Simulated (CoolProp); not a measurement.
Nitrogen at 250.54 K and 0.385 MPa is throttled through a valve to 0.117 MPa with no heat exchange. Each further row changes one setting.

Computed with CoolProp (reference Helmholtz-energy equation of state, Span 2000).

```
case                        temperature change (K)  final density (kg/m³)
--------------------------  ----------------------  ---------------------
as stated                                     -0.8                   1.58
outlet pressure 0.0351 MPa                    -1.1                  0.474
outlet pressure 0.152 MPa                     -0.7                   2.05
```
